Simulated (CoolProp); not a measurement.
Vapour-liquid equilibrium of benzene (1) + n-octane (2) at 147.85 °C; x and y are mole fractions of (1).

Model: multi-fluid Helmholtz-energy mixture model, Thol 2012 and Beckmüller 2019; pair parameters Bell 2016, in CoolProp.

```
x      bubble pressure, mixture model (MPa)  bubble pressure, Raoult's law (MPa)  y, mixture model  y, Raoult's law
-----  ------------------------------------  -----------------------------------  ----------------  ---------------
0.05                                    [?]                               0.1995               [?]            0.140
0.125                                0.2344                               0.2277               [?]            0.306
0.2                                     [?]                               0.2560             0.436            0.435
0.275                                0.2985                               0.2842             0.536            0.539
0.35                                 0.3292                               0.3125             0.616            0.624
0.425                                0.3587                               0.3407             0.681            0.695
0.5                                     [?]                               0.3690             0.737            0.755
0.575                                0.4142                               0.3972             0.785            0.807
0.65                                 0.4405                               0.4255             0.828            0.851
0.725                                0.4660                               0.4537             0.867            0.890
0.8                                  0.4911                               0.4820             0.905            0.925
0.875                                   [?]                               0.5102             0.941            0.956
0.95                                 0.5407                               0.5385             0.976            0.983
```

Question: Complete the blanks.

Answer: 
- 0.05, bubble pressure, mixture model (MPa): 0.2020
- 0.05, y, mixture model: 0.141
- 0.125, y, mixture model: 0.308
- 0.2, bubble pressure, mixture model (MPa): 0.2668
- 0.5, bubble pressure, mixture model (MPa): 0.3870
- 0.875, bubble pressure, mixture model (MPa): 0.5159

The largest gap from Raoult's law is +5.3 % in bubble pressure, at x = 0.35. No azeotrope shows between x = 0.05 and 0.95.

The pair parameters rest on a limited set of measurements; away from them the model extrapolates.
